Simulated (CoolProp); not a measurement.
The numbers come from the reference Helmholtz-energy equation of state, Lemmon 2006 in CoolProp. It is a short technical equation, of lower accuracy than the large ones.

Q: Give the vapour pressure (MPa), liquid density (kg/m³), vapour density (kg/m³), enthalpy of vaporisation (kJ/kg) of saturated carbonyl sulfide at -21.25 °C.

A: 
| T (°C) | p (MPa) | liquid density (kg/m³) | vapour density (kg/m³) | enthalpy of vaporisation (kJ/kg) |
|---|---|---|---|---|
| -21.25 | 0.327 | 1110 | 10.0 | 288 |
